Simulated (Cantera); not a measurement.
A freely propagating, adiabatic, planar premixed flame of CH4 : O2 : N2 : H2O = 1 : 2.17 : 8.17 : 0.75 (molar parts), unburnt at 573 K and 0.133 bar; mixture-averaged transport, grid criteria slope 0.08 and curve 0.16, no radiation.

Computed with Cantera and GRI-Mech 3.0 (53 species, 325 reactions). Burning velocities carry a grid error of a few per cent, more on coarse grids.

Task: What does this change do: inlet temperature 573 to 625 K?

Result: 
| quantity | before | after |
|---|---|---|
| laminar burning velocity | 146 cm/s | 173 cm/s |
| thermal thickness | 2.27 mm | 2.20 mm |
| peak x(HCN) | 1.58e-6 | 1.74e-6 |
| peak x(H2O2) | 2.62e-6 | 2.58e-6 |
| peak x(C2H2) | 7.62e-5 | 8.61e-5 |

Task: What does this change do: 1.1 parts H2 added?

Result: 
```json
[
 {"quantity": "laminar burning velocity", "before": "146 cm/s", "after": "242 cm/s"},
 {"quantity": "thermal thickness", "before": "2.27 mm", "after": "1.86 mm"},
 {"quantity": "peak x(HCN)", "before": "1.58e-6", "after": "2.83e-6"},
 {"quantity": "peak x(H2O2)", "before": "2.62e-6", "after": "2.34e-6"},
 {"quantity": "peak x(C2H2)", "before": "7.62e-5", "after": "0.000136"}
]
```
